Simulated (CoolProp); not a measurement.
Benzene at 293.15 K and 0.00718 MPa is throttled through a valve to 0.00391 MPa with no heat exchange. Each further row changes one setting.

Values from CoolProp's reference Helmholtz-energy equation of state, Thol 2012.

| case | temperature change (K) | final density (kg/m³) |
|---|---|---|
| as stated | [?] | [?] |
| outlet pressure 0.00117 MPa | [?] | [?] |
| outlet pressure 0.00508 MPa | [?] | [?] |

Problem. What belongs in the gaps?

Solution. 
- as stated, temperature change (K): -0.2
- as stated, final density (kg/m³): 0.126
- outlet pressure 0.00117 MPa, temperature change (K): -0.4
- outlet pressure 0.00117 MPa, final density (kg/m³): 0.0376
- outlet pressure 0.00508 MPa, temperature change (K): -0.1
- outlet pressure 0.00508 MPa, final density (kg/m³): 0.163
